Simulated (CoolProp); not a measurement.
Aqueous potassium carbonate as a coolant, at 22 °C, 1 atm.

Values from CoolProp's Melinder's fits for secondary coolants.

```tsv
mass %	freezing point (°C)	density (kg/m³)	viscosity (mPa s)	Prandtl number	cp (kJ/(kg K))
1.2	-0.4	1009	0.978	6.68	4.106
4	-1.3	1034	1.04	6.88	3.955
6.7	-2.3	1059	1.11	7.16	3.833
9.5	-3.4	1085	1.20	7.51	3.718
12.2	-4.6	1111	1.29	7.91	3.613
15	-5.9	1139	1.40	8.37	3.505
17.7	-7.4	1166	1.52	8.87	3.400
20.5	-9.1	1195	1.67	9.47	3.293
23.2	-11.2	1223	1.84	10.2	3.191
26	-13.8	1253	2.06	11.0	3.091
28.7	-16.9	1283	2.30	12.1	3.002
31.5	-20.8	1314	2.62	13.4	2.919
```
